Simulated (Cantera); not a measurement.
Charge: 1 mol Ca(OH)₂, 1.2 mol H₂O, equilibrated at 673 K and 0.00150 bar.

Equilibrium computed with Cantera from the NASA thermochemical tables; the gas is ideal and each condensed phase is pure. Candidate condensed phases: Ca, CaO, Ca(OH)₂, H₂O; 14 gas species. Rates play no part.

Base state: H₂O 1.00 (mole fractions); condensed: CaO(s).

Task: What changes in the equilibrium state with this change: Ca(OH)₂ replaced by MgSO₄?

Result: 
```json
[
 {"species": "H₂O", "before": "1.00", "after": "1.00"},
 {"species": "CaO(s), mol", "before": "1.00", "after": "0"},
 {"species": "MgSO₄(s), mol", "before": "0", "after": "1.00"}
]
```
Further candidate phases: H₂SO₄, Mg, MgO, Mg(OH)₂, MgS, MgSO₄, S.
